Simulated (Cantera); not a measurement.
Input: 1 mol CF4, 0.018 mol CH4, equilibrated at 1.33 mbar.

Cantera equilibrium calculation (NASA polynomials, part measured and part estimated; ideal gas, pure solids and liquids). Candidate condensed phases: C, C6H6, C7H8, C8H18; 95 gas species. Gases not in the tables: C2F6 and larger saturated fluorocarbons. The numbers say what is thermodynamically allowed, not how fast it happens.

Question: What share of the C ends up in condensed phases as a function of T (°C), at 700, 900, 1100, 1300, 1500, 1700, 1900, 2100, 2300, 2500, 2700, 2900, 3100?

Answer: 
| T (°C) | C condensed (%) | as |
|---|---|---|
| 700 | 3.5 | C(graphite) |
| 900 | 3.5 | C(graphite) |
| 1100 | 3.5 | C(graphite) |
| 1300 | 3.4 | C(graphite) |
| 1500 | 2.0 | C(graphite) |
| 1700 | 0.0 | - |
| 1900 | 0.0 | - |
| 2100 | 24.9 | C(graphite) |
| 2300 | 59.6 | C(graphite) |
| 2500 | 44.8 | C(graphite) |
| 2700 | 0.0 | - |
| 2900 | 0.0 | - |
| 3100 | 0.0 | - |
